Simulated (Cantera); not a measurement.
Feed: 1 mol H2S, 0.22 mol H2O, 0.099 mol H2, 0.24 mol SO2, at 5480 Torr.

Method: chemical equilibrium by Gibbs-energy minimisation in Cantera with the NASA 1993 tables (ideal gas, pure condensed phases). Candidate condensed phases: H2O, H2SO4, S; 19 gas species. Kinetics and transport are ignored. All values below are at 2852 °C.

Base state: H2 0.343, H2O 0.172, S2 0.149, SO 0.0847, SH 0.0791, S 0.0514, H 0.0495, H2S 0.0299 (mole fractions); condensed: gas only.

### Question
What changes in the equilibrium state with this change: pressure from 5480 Torr to 248 Torr?

### Answer
```json
[
 {"species": "H2", "before": "0.343", "after": "0.284"},
 {"species": "H", "before": "0.0495", "after": "0.212"},
 {"species": "S", "before": "0.0514", "after": "0.153"},
 {"species": "H2O", "before": "0.172", "after": "0.0698"},
 {"species": "H2S", "before": "0.0299", "after": "0.00333"},
 {"species": "S2", "before": "0.149", "after": "0.0598"},
 {"species": "OH", "before": "0.00904", "after": "0.0189"},
 {"species": "SH", "before": "0.0791", "after": "0.0455"},
 {"species": "SO", "before": "0.0847", "after": "0.123"},
 {"species": "SO2", "before": "0.0281", "after": "0.0201"},
 {"species": "O", "before": "0.000788", "after": "0.00853"},
 {"species": "O2", "before": "0.000155", "after": "0.000822"},
 {"species": "S2O", "before": "0.00270", "after": "0.000529"}
]
```
